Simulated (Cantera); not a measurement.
Input (Python, Cantera):

```python
import numpy as np
import cantera as ct

gas = ct.Solution("gri30.yaml")
gas.TPX = 875, 120000, {'CO': 0.0022, 'O2': 0.022, 'H2O': 0.021, 'N2': 1}
reactor = ct.IdealGasConstPressureReactor(gas, energy="off", clone=False)
net = ct.ReactorNet([reactor])
net.rtol, net.atol = 1e-08, 1e-18
show = ['CO', 'O2', 'H2O', 'NO2', 'NO']
times = np.geomspace(3e-05, 30, 9)

steps = ct.SolutionArray(gas, extra=["t"])
rows = []
print(f"{'t/s':>10s}{'T/K':>9s}{'P/Pa':>11s}" + "".join(f"{s:>11s}" for s in show))
for t in times:
    while net.time < t:
        t_next = net.step()
        steps.append(gas.state, t=t_next)
    rows.append([np.interp(t, steps.t, y) for y in (steps.T, steps.P, *steps(*show).X.T)])
    print(f"{t:10.3e}{rows[-1][0]:9.1f}{rows[-1][1]:11.4g}" + "".join(f"{x:11.3e}" for x in rows[-1][2:]))
rate = np.gradient(steps.T, steps.t)
print("integrator steps:", len(steps.t))
if steps.T.max() > steps.T[0] + 200:
    print(f"time of steepest temperature rise: {steps.t[rate.argmax()]:.4e} s")
gas.TPX = 875, 120000, {'CO': 0.0022, 'O2': 0.022, 'H2O': 0.021, 'N2': 1}
gas.equilibrate("TP")
print(f"equilibrium (TP): T = {gas.T:.1f} K  " + "  ".join(f"{s} {gas[s].X[0]:.3e}" for s in show))
```

It prints:

```
       t/s      T/K       P/Pa         CO         O2        H2O        NO2         NO
 3.000e-05    875.0    1.2e+05  2.105e-03  2.105e-02  2.009e-02  4.058e-39  3.206e-28
 1.687e-04    875.0    1.2e+05  2.105e-03  2.105e-02  2.009e-02  1.164e-36  1.229e-26
 9.487e-04    875.0    1.2e+05  2.105e-03  2.105e-02  2.009e-02  1.469e-33  3.975e-25
 5.335e-03    875.0    1.2e+05  2.105e-03  2.105e-02  2.009e-02  5.455e-30  1.041e-23
 3.000e-02    875.0    1.2e+05  2.105e-03  2.105e-02  2.009e-02  6.210e-27  1.395e-22
 1.687e-01    875.0    1.2e+05  2.105e-03  2.105e-02  2.009e-02  2.517e-24  1.361e-21
 9.487e-01    875.0    1.2e+05  2.105e-03  2.105e-02  2.009e-02  5.876e-21  7.397e-20
 5.335e+00    875.0    1.2e+05  2.074e-03  2.103e-02  2.009e-02  3.493e-15  2.624e-16
 3.000e+01    875.0    1.2e+05  1.461e-03  2.073e-02  2.009e-02  8.893e-13  3.209e-14
integrator steps: 481
equilibrium (TP): T = 875.0 K  CO 6.459e-15  O2 2.002e-02  H2O 2.011e-02  NO2 1.094e-07  NO 2.227e-06
```

Computed with Cantera and GRI-Mech 3.0 (53 species, 325 reactions).
